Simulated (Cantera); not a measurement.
What does this Cantera script print?

```python
import numpy as np
import cantera as ct

gas_names = """
    H H2 N NH NH2 NH3 N2 N2H2 N2H4
""".split()
cond_names = """

""".split()


def load(file, names, dense=False):
    # The tables refer to 1 bar. Condensed volumes are neglected.
    table = {s.name: s for s in ct.Species.list_from_file(file)}
    out = []
    for n in names:
        d = dict(table[n].input_data)
        d["thermo"] = dict(d["thermo"], **{"reference-pressure": 1e5})
        if dense:
            d["equation-of-state"] = {"model": "constant-volume", "density": "1e6 g/cm^3"}
        out.append(ct.Species.from_dict(d))
    return out


gas = ct.Solution(thermo="ideal-gas", species=load("nasa_gas.yaml", gas_names))
cond = {s.name: ct.Solution(thermo="fixed-stoichiometry", species=[s], name=s.name)
        for s in load("nasa_condensed.yaml", cond_names, dense=True)}
atoms = {
    'NH3': {'N': 1, 'H': 3},
    'H2': {'H': 2},
}
top_T = {}  # K; cautious upper limits of use, not melting points


def equilibrate(T, P, feed):
    n = {}
    for name, mol in feed.items():
        for a, k in atoms[name].items():
            n[a] = n.get(a, 0.0) + k * mol
    gas.TPX = T, P, n
    mass = sum(n.values()) * gas.mean_molecular_weight
    gas.equilibrate("TP")
    valid = [c for c in cond.values() if c.min_temp <= T <= top_T.get(c.name, c.max_temp)]
    mix = ct.Mixture([(gas, mass / gas.mean_molecular_weight)] + [(c, 0.0) for c in valid])
    mix.T, mix.P = T, P
    mix.equilibrate("TP", solver="vcs", rtol=1e-11, max_steps=5000)
    return mix


results = []
feed = {'NH3': 1, 'H2': 1.5}  # mol
T = 1975  # K
P = 13332.2  # Pa
mix = equilibrate(T, P, feed)
results.append((T, P, feed, dict(zip(mix.species_names, mix.species_moles))))
x = sorted(zip(gas.X, gas.species_names), reverse=True)
print(f"T = {T:g} K  P = {P:g} Pa  gas = {mix.phase_moles(0):.4g} mol")
print("   x: " + "  ".join(f"{s} {v:.3e}" for v, s in x if v > 1e-05))
print("   condensed (mol): " + ("  ".join(f"{mix.phase(i).name} {mix.phase_moles(i):.4g}"
      for i in range(1, mix.n_phases) if mix.phase_moles(i) > 1e-12) or "none"))
```

Result:

```
T = 1975 K  P = 13332.2 Pa  gas = 3.506 mol
   x: H2 8.539e-01  N2 1.426e-01  H 3.463e-03
   condensed (mol): none
```

Cantera equilibrium calculation (NASA polynomials, part measured and part estimated; ideal gas, pure solids and liquids).
